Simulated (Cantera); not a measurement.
A perfectly stirred reactor is fed with C2H4 : H2 = 1 : 34 (molar parts), at 100.0 Torr; it is held at 1650 K, and followed from long to short residence time.

Cantera simulation using GRI-Mech 3.0 (53 species, 325 reactions); the numbers are that mechanism's predictions, not measurements. GRI-Mech 3.0 was tuned for natural gas; its chemistry of ethylene as a main component is partial and can be far from experiment. GRI-Mech 3.0 stops at C3 and has no aromatics, soot or wall deposition, so with more carbon than oxygen in the feed, carbon stays in small species such as C2H2 where larger ones or solid carbon would form.

Problem. What does this change do: temperature 1650 to 1500 K?

Solution. 
| quantity | before | after |
|---|---|---|
| x(C2H4) at τ = 2.70 s | 0.000276 | 0.00116 |
| x(H2) at τ = 2.70 s | 0.971 | 0.971 |
| x(H) at τ = 2.70 s | 0.000244 | 5.39e-5 |
| x(C2H2) at τ = 2.70 s | 0.0268 | 0.0256 |
| x(C2H6) at τ = 2.70 s | 5.82e-8 | 7.36e-7 |
| x(C2H4) at τ = 19.0 ms | 0.00850 | 0.0191 |
| x(H2) at τ = 19.0 ms | 0.972 | 0.972 |
| x(H) at τ = 19.0 ms | 5.60e-5 | 3.03e-5 |
| x(C2H2) at τ = 19.0 ms | 0.0195 | 0.00909 |
| x(C2H6) at τ = 19.0 ms | 6.57e-7 | 8.57e-6 |
